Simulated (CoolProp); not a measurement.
Vapour-liquid equilibrium of benzene (1) + ethylbenzene (2) at 0.109 MPa; x and y are mole fractions of (1).

Model: multi-fluid Helmholtz-energy mixture model, Thol 2012 and Zhou 2012; pair parameters Bell 2016, in CoolProp.

```csv
x,"bubble temperature, mixture model (°C)","bubble temperature, Raoult's law (°C)","y, mixture model","y, Raoult's law"
0.05,134.3,133.1,0.156,0.187
0.2,122.0,119.2,0.492,0.540
0.35,111.6,108.7,0.698,0.728
0.5,102.9,100.6,0.827,0.840
0.65,95.4,94.0,0.908,0.910
0.8,89.2,88.5,0.960,0.958
0.95,84.0,83.9,0.992,0.991
```

The largest gap from Raoult's law is +2.9 K in bubble temperature, at x = 0.35. No azeotrope shows between x = 0.05 and 0.95.

Pair parameters are fitted to limited data, so mixtures are less certain than the pure fluids.
